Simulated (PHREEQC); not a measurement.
Solution (25 °C): 0.14 mol/kgw NaHCO3, 0.0082 mol/kgw Na2B4O7 and 0.33 mol/kgw NaCl. Closed to the air; pH follows from the charge balance.

Equilibrium calculation in PHREEQC: Pitzer model, pitzer.dat.

The ionic strength comes out as 0.495 mol/kgw. What activity coefficients do B3O3(OH)4-, B4O5(OH)4-2, CO3-2, Cl-, B(OH)4- get?

B3O3(OH)4- 0.36, B4O5(OH)4-2 0.057, CO3-2 0.13, Cl- 0.65, B(OH)4- 0.51. Single-ion values are on the MacInnes scale.

This is a speciation only: nothing precipitates in the calculation.
